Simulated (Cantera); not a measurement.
Input: 1 mol Mg(OH)2, 0.77 mol CO2, 8.6 mol O2, equilibrated at 1900 K and 1330 Pa.

These are equilibrium values from Cantera (NASA tables, ideal gas, pure condensed phases), not measurements of a reactor. Candidate condensed phases: C, C6H6, C7H8, C8H18, H2O, Mg, MgCO3, MgO, Mg(OH)2; 116 gas species. Kinetics and transport are ignored.

Base state: O2 0.825, H2O 0.0936, CO2 0.0737, OH 0.00490, O 0.00235, CO 0.000385, H2 0.000116, H 7.41e-5 (mole fractions); condensed: MgO(s).

Task: What changes in the equilibrium state with this change: CO2 from 0.77 to 5.7 mol?

Result: 
```
species        before    after
-----------  --------  -------
O2              0.825    0.560
CO2            0.0737    0.369
H2O            0.0936   0.0632
CO           0.000385  0.00234
OH            0.00490  0.00365
H2           0.000116  9.53e-5
MgO(s), mol     1.000    1.000
```

Task: What changes in the equilibrium state with this change: O2 from 8.6 to 0.066 mol?

Result: 
```tsv
species	before	after
H2O	0.0936	0.534
CO2	0.0737	0.406
O2	0.825	0.0404
H2	0.000116	0.00300
CO	0.000385	0.00960
H	7.41e-5	0.000376
MgO(s), mol	1.000	1.000
```
